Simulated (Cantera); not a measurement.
An adiabatic, constant-volume homogeneous reactor starts with C₃H₈ : O₂ : N₂ = 0.62 : 5.88 : 22.1 (molar parts), at 1350 K and 9.87 atm.

Computed with Cantera and GRI-Mech 3.0 (53 species, 325 reactions). GRI-Mech 3.0 was tuned for natural gas; its chemistry of propane as a main component is partial and can be far from experiment.

One state of this run: T (K) = 2639; P (bar) = 20.1; x C₃H₈ = <1e-12; x O₂ = 0.0850; x C₂H = <1e-12; x C₂H₆ = <1e-12; x C₂H₂ = <1e-12. x: mole fraction; the columns are a selection and need not sum to one.

Q: Which value of t (s) does it belong to?
A) 5.69e-5
B) 0.0151
C) 1.86e-5
D) 6.11e-6

A: B, 0.0151
